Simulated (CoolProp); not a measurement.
Sulfur dioxide at 296.56 K and 0.116 MPa is compressed adiabatically to 0.845 MPa with isentropic efficiency 0.85. Each further row changes one setting.

The numbers come from the reference Helmholtz-energy equation of state, Gao 2016 in CoolProp.

```tsv
case	work (kJ/kg)	final temperature (K)	final density (kg/m³)
as stated	108	463.2	14.5
efficiency 1	91.6	441.3	15.3
efficiency 0.65	141	507.6	13.1
```
